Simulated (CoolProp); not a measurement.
Vapour-liquid equilibrium of toluene (1) + n-dodecane (2) at 0.101 bar; x and y are mole fractions of (1).

Values from CoolProp's multi-fluid Helmholtz-energy mixture model, Lemmon 2006 and Lemmon 2004; pair parameters Bell 2016.

```json
[
 {"x": "0.05", "bubble temperature, mixture model (K)": "394.0", "bubble temperature, Raoult's law (K)": "389.9", "y, mixture model": "0.518", "y, Raoult's law": "0.596"},
 {"x": "0.125", "bubble temperature, mixture model (K)": "374.1", "bubble temperature, Raoult's law (K)": "370.4", "y, mixture model": "0.816", "y, Raoult's law": "0.846"},
 {"x": "0.2", "bubble temperature, mixture model (K)": "360.4", "bubble temperature, Raoult's law (K)": "358.5", "y, mixture model": "0.915", "y, Raoult's law": "0.923"},
 {"x": "0.275", "bubble temperature, mixture model (K)": "350.8", "bubble temperature, Raoult's law (K)": "350.2", "y, mixture model": "0.954", "y, Raoult's law": "0.955"},
 {"x": "0.35", "bubble temperature, mixture model (K)": "343.7", "bubble temperature, Raoult's law (K)": "344.0", "y, mixture model": "0.973", "y, Raoult's law": "0.972"},
 {"x": "0.425", "bubble temperature, mixture model (K)": "338.4", "bubble temperature, Raoult's law (K)": "339.1", "y, mixture model": "0.983", "y, Raoult's law": "0.981"},
 {"x": "0.5", "bubble temperature, mixture model (K)": "334.2", "bubble temperature, Raoult's law (K)": "335.0", "y, mixture model": "0.988", "y, Raoult's law": "0.987"},
 {"x": "0.575", "bubble temperature, mixture model (K)": "330.8", "bubble temperature, Raoult's law (K)": "331.6", "y, mixture model": "0.992", "y, Raoult's law": "0.991"},
 {"x": "0.65", "bubble temperature, mixture model (K)": "328.0", "bubble temperature, Raoult's law (K)": "328.6", "y, mixture model": "0.994", "y, Raoult's law": "0.994"},
 {"x": "0.725", "bubble temperature, mixture model (K)": "325.6", "bubble temperature, Raoult's law (K)": "326.0", "y, mixture model": "0.996", "y, Raoult's law": "0.996"},
 {"x": "0.8", "bubble temperature, mixture model (K)": "323.5", "bubble temperature, Raoult's law (K)": "323.7", "y, mixture model": "0.997", "y, Raoult's law": "0.998"},
 {"x": "0.875", "bubble temperature, mixture model (K)": "321.6", "bubble temperature, Raoult's law (K)": "321.7", "y, mixture model": "0.999", "y, Raoult's law": "0.999"},
 {"x": "0.95", "bubble temperature, mixture model (K)": "319.8", "bubble temperature, Raoult's law (K)": "319.8", "y, mixture model": "0.999", "y, Raoult's law": "1.000"}
]
```

The largest gap from Raoult's law is +4.1 K in bubble temperature, at x = 0.05. No azeotrope shows between x = 0.05 and 0.95.

The pair parameters rest on a limited set of measurements; away from them the model extrapolates. The gap from Raoult's law changes sign with composition, which may be real or a fault of the pair parameters; it wasn't checked against measurements.
